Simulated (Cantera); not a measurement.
An isothermal, constant-pressure homogeneous reactor starts with CH₄ : H₂ = 1 : 1.9 (molar parts), at 1800 K and 17000 Pa.

Model: GRI-Mech 3.0 (53 species, 325 reactions), integrated in Cantera. GRI-Mech 3.0 stops at C3 and has no aromatics, soot or wall deposition, so with more carbon than oxygen in the feed, carbon stays in small species such as C2H2 where larger ones or solid carbon would form.

One state of this run: x CH₄ = 0.0170; x H₂ = 0.860; x C₂H₂ = 0.121; x C₂H = 9.61e-7; x CH₃ = 0.000310; x C₂H₆ = 1.78e-6; x H = 0.000779. x: mole fraction; the columns are a selection and need not sum to one.

Question: Which value of t (s) does it belong to?
A. 4.29e-6
B. 0.114
C. 1.84e-5
D. 7.88e-5

Answer: B, 0.114
